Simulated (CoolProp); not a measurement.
Vapour-liquid equilibrium of carbon dioxide (1) + propane (2) at 0.641 MPa; x and y are mole fractions of (1).

Values from CoolProp's multi-fluid Helmholtz-energy mixture model, Span 1996 and Lemmon 2009; pair parameters Kunz 2012.

```csv
x,"bubble temperature, mixture model (°C)","bubble temperature, Raoult's law (°C)","y, mixture model","y, Raoult's law"
0.05,-3.8,0.9,0.341,0.278
0.2,-30.6,-17.4,0.766,0.665
0.35,-41.8,-28.5,0.870,0.820
0.5,-46.2,-36.2,0.904,0.898
0.65,-48.1,-42.0,0.920,0.944
0.8,-49.5,-46.6,0.936,0.974
0.95,-51.0,-50.4,0.974,0.995
```

The largest gap from Raoult's law is -13.3 K in bubble temperature, at x = 0.35. No azeotrope shows between x = 0.05 and 0.95.

Pair parameters are fitted to limited data, so mixtures are less certain than the pure fluids. With so large a gap from Raoult's law the liquid may split in two, which this calculation doesn't test in full.
